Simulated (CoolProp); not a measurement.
The numbers come from the reference Helmholtz-energy equation of state, Fiedler 2023 in CoolProp.

Q: Give the vapour pressure (kPa), vapour density (kg/m³), enthalpy of vaporisation (kJ/kg), liquid cp (kJ/(kg K)) of saturated tetrahydrofuran at 40.25 °C.

A: 
```
T (°C)  p (kPa)  vapour density (kg/m³)  enthalpy of vaporisation (kJ/kg)  liquid cp (kJ/(kg K))
------  -------  ----------------------  --------------------------------  ---------------------
40.25      40.7                    1.14                               435                   1.78
```
